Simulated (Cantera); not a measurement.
Cantera run, input and output.

```python
import numpy as np
import cantera as ct

gas = ct.Solution("h2o2.yaml")
gas.TP = 300, 43000
flame = ct.CounterflowDiffusionFlame(gas, width=0.02)
flame.fuel_inlet.X, flame.fuel_inlet.T = {'H2': 1, 'N2': 1.5}, 400
flame.oxidizer_inlet.X, flame.oxidizer_inlet.T = {'O2': 0.18, 'N2': 0.82}, 375
flame.set_refine_criteria(ratio=3, slope=0.12, curve=0.24, prune=0.03)
show = ['OH', 'H', 'H2O', 'HO2']

rows = []
print(f"{'mdot':>8s}{'a_max':>10s}{'a_mean':>10s}{'Tmax/K':>9s}" + "".join(f"{s:>11s}" for s in show) + "   (peak mole fractions)")
for i, mdot in enumerate([0.26, 0.35, 0.47, 0.64, 0.87, 1.2, 1.6]):  # kg/m2/s on the oxidiser side
    flame.oxidizer_inlet.mdot, flame.fuel_inlet.mdot = mdot, 0.82 * mdot
    flame.solve(loglevel=0, auto=(i == 0))
    if flame.T.max() < max(400, 375) + 100:
        print(f"{mdot:8.3g}  no burning solution found from the previous one")
        break
    dT = np.abs(np.gradient(flame.T, flame.grid))
    rows.append([flame.strain_rate("max"), flame.strain_rate("mean"), flame.T.max(),
                 *(flame.X[gas.species_index(s)].max() for s in show), max(dT[0], dT[-1]) / dT.max()])
    print(f"{mdot:8.3g}{rows[-1][0]:10.1f}{rows[-1][1]:10.1f}{rows[-1][2]:9.1f}" + "".join(f"{x:11.3e}" for x in rows[-1][3:-1]))
```

Output:

```
    mdot     a_max    a_mean   Tmax/K         OH          H        H2O        HO2   (peak mole fractions)
    0.26     311.7      79.6   1660.3  6.666e-03  1.521e-02  1.990e-01  5.723e-05
    0.35     406.0     107.2   1627.2  6.511e-03  1.660e-02  1.968e-01  6.542e-05
    0.47     530.9     143.9   1592.6  6.315e-03  1.800e-02  1.948e-01  7.404e-05
    0.64     703.7     196.0   1553.4  6.035e-03  1.942e-02  1.923e-01  8.340e-05
    0.87     931.2     266.4   1513.4  5.682e-03  2.075e-02  1.890e-01  9.292e-05
     1.2    1249.4     367.5   1469.3  5.273e-03  2.201e-02  1.851e-01  1.039e-04
     1.6    1629.1     489.9   1427.8  4.859e-03  2.298e-02  1.811e-01  1.144e-04
```

Detailed kinetics in Cantera: the H2/O2 subset of GRI-Mech 3.0, which has no nitrogen chemistry. The maximum strain rate includes the flame's own expansion and is several times the mean.
